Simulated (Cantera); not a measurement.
**Premixed flame**

A freely propagating, adiabatic, planar premixed flame of H2 : O2 : N2 = 1 : 0.5 : 1.75 (molar parts), equivalence ratio 1.0, unburnt at 450 K and 260000 Pa; mixture-averaged transport, grid criteria slope 0.08 and curve 0.16, no radiation.

Computed with Cantera and the H2/O2 subset of GRI-Mech 3.0, which has no nitrogen chemistry. The hydrogen kinetics of GRI-Mech 3.0 are dated; newer H2 mechanisms differ, most at raised pressure. Burning velocities carry a grid error of a few per cent, more on coarse grids.

```csv
z (mm),T (K),u (m/s),x H2,x O2,x O,x H2O,x H2O2,x H
-0.353,450,4.75,0.308,0.154,<1e-8,<1e-8,<1e-8,<1e-8
-0.236,450,4.75,0.308,0.154,<1e-8,<1e-8,<1e-8,<1e-8
-0.177,450,4.75,0.308,0.154,<1e-8,2.32e-8,<1e-8,<1e-8
-0.118,450,4.75,0.307,0.154,1.14e-8,1.35e-6,<1e-8,<1e-8
-0.0589,470,4.90,0.298,0.156,2.40e-6,0.000570,7.38e-6,4.59e-6
-0.0295,733,7.37,0.256,0.152,0.000201,0.0219,8.91e-5,0.00215
0,1239,12.0,0.168,0.118,0.00331,0.105,2.63e-5,0.0194
0.0295,1599,15.3,0.0864,0.0628,0.00857,0.203,5.21e-6,0.0373
0.0589,1788,17.0,0.0553,0.0367,0.0102,0.247,2.87e-6,0.0390
0.118,1975,18.6,0.0448,0.0253,0.00910,0.269,1.54e-6,0.0304
0.236,2149,20.0,0.0400,0.0203,0.00651,0.284,9.22e-7,0.0199
0.471,2298,21.2,0.0337,0.0161,0.00414,0.300,6.42e-7,0.0119
0.943,2414,22.0,0.0268,0.0125,0.00247,0.314,4.95e-7,0.00670
```
x: mole fraction of selected species; z is measured from the peak of heat release.

```yaml
laminar_burning_velocity: 475 cm/s
thermal_thickness: 0.118 mm
peak x(O): 0.0103
peak x(H2O2): 9.00e-5
peak x(H): 0.0398
grid_points: 113
```
